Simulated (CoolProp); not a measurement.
Properties of C3F8 (R218) along the isotherm 287.2 K.

Model: reference Helmholtz-energy equation of state, Lemmon 2006, in CoolProp. It is a short technical equation, of lower accuracy than the large ones.

| p (MPa) | phase | cp (kJ/(kg K)) | speed of sound (m/s) |
|---|---|---|---|
| 0.12 | gas | 0.7838 | 113.1 |
| 0.24 | gas | (withheld) | (withheld) |
| 0.36 | gas | 0.8235 | 106.4 |
| 0.48 | gas | (withheld) | (withheld) |
| 0.6 | gas | 0.8916 | 97.80 |
| 0.72 | liquid | 1.122 | 333.0 |
| 0.84 | liquid | 1.121 | 334.9 |
| 0.96 | liquid | (withheld) | 336.8 |
| 1.08 | liquid | 1.117 | 338.7 |
| 1.2 | liquid | 1.115 | 340.6 |
| 1.32 | liquid | (withheld) | (withheld) |

Q: What belongs in the gaps?

A: 
- 0.24, cp (kJ/(kg K)): 0.8013
- 0.24, speed of sound (m/s): 109.9
- 0.48, cp (kJ/(kg K)): 0.8523
- 0.48, speed of sound (m/s): 102.4
- 0.96, cp (kJ/(kg K)): 1.119
- 1.32, cp (kJ/(kg K)): 1.113
- 1.32, speed of sound (m/s): 342.4
